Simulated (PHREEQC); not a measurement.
PHREEQC input (ion-association model, wateq4f.dat):

```
SOLUTION_MASTER_SPECIES
  Amm  AmmH+  0  AmmH  17.031  # ammonia with no redox link, constants of NH4+
SOLUTION_SPECIES
  AmmH+ = AmmH+
    -log_k 0
  AmmH+ = Amm + H+
    -log_k -9.252
    -delta_h 12.48 kcal
    -analytic 0.6322 -0.001225 -2835.76
    -gamma 2.5 0.0
  AmmH+ + SO4-2 = AmmHSO4-
    -log_k 1.11
    -gamma 5.0 0.0
PHASES
  Amm(g)
    Amm = Amm
    -log_k 1.770
    -delta_h -8.170 kcal
EXCHANGE_SPECIES
  AmmH+ + X- = AmmHX
    -log_k 0.6
SOLUTION 1
  temp 25
  units mmol/kgw
  pH 7 charge
  Cl 1.083
  Amm 1
  F 0.13
  Na 0.13
  Li 0.083
SOLUTION 2
  temp 25
  units mmol/kgw
  pH 7 charge
  C(4) 37
  Na 43.4
  S(6) 3.2
END
SELECTED_OUTPUT 1
  -reset false
  -pH true
  -pe true
  -ionic_strength true
  -water true
  -totals Amm C Cl F Li Na S C(-4) C(4) S(-2)
    S(6)
  -molalities H+ CO3-2 Cl- F- Li+ Na+ SO4-2 CO2 HCO3- NaCO3-
    NaHCO3 NaSO4- HSO4- H2S HS- S-2 O2 LiSO4- OH- HF
    HF2- H2F2 NaF AmmH+ Amm AmmHSO4-
  -equilibrium_phases Halite Mirabilite Nahcolite Natron
PRINT
  -reset false
MIX 1
  1 1
  2 0
EQUILIBRIUM_PHASES 1
  Halite 0 0
  Mirabilite 0 0
  Nahcolite 0 0
  Natron 0 0
  O2(g) -0.68 10
END
# ... the last block is repeated for the other 10 points of share of solution B
```

Selected output (columns that matter, 11 of 11 rows; share of solution B added in front):

```
share of solution B	pH	mu	Amm	C	Cl	F	Li	Na	S	m_H+	m_Cl-	m_F-	m_Li+	m_Na+
0	6.1708	0.0012129	0.001	0	0.001083	0.00013	8.3e-05	0.00013	0	7.0039e-07	0.001083	0.00012986	8.3e-05	0.00012999
0.1	8.0191	0.0057027	0.0009	0.0037	0.0009747	0.000117	7.47e-05	0.004457	0.00032	1.029e-08	0.0009747	0.00011674	7.4626e-05	0.0044427
0.2	8.1048	0.01022	0.0008	0.0074	0.0008664	0.000104	6.64e-05	0.008784	0.00064	8.607e-09	0.0008664	0.00010358	6.6281e-05	0.0087306
0.3	8.1326	0.014721	0.0007	0.0111	0.0007581	9.1e-05	5.81e-05	0.013111	0.00096	8.1837e-09	0.0007581	9.0472e-05	5.7955e-05	0.012997
0.4	8.141	0.019201	0.0006	0.0148	0.0006498	7.8e-05	4.98e-05	0.017438	0.00128	8.1123e-09	0.0006498	7.7418e-05	4.9645e-05	0.017244
0.5	8.1411	0.02366	0.0005	0.0185	0.0005415	6.5e-05	4.15e-05	0.021765	0.0016	8.1812e-09	0.0005415	6.4413e-05	4.1347e-05	0.021473
0.6	8.1373	0.028099	0.0004	0.0222	0.0004332	5.2e-05	3.32e-05	0.026092	0.00192	8.3154e-09	0.0004332	5.1452e-05	3.306e-05	0.025686
0.7	8.1315	0.032518	0.0003	0.0259	0.0003249	3.9e-05	2.49e-05	0.030419	0.00224	8.4825e-09	0.0003249	3.8532e-05	2.4783e-05	0.029884
0.8	8.1247	0.036919	0.0002	0.0296	0.0002166	2.6e-05	1.66e-05	0.034746	0.00256	8.6665e-09	0.0002166	2.5651e-05	1.6514e-05	0.034067
0.9	8.1174	0.041303	0.0001	0.0333	0.0001083	1.3e-05	8.3e-06	0.039073	0.00288	8.8592e-09	0.0001083	1.2808e-05	8.2534e-06	0.038236
1	8.1099	0.045671	0	0.037	0	0	0	0.0434	0.0032	9.0555e-09	0	0	0	0.042392
```
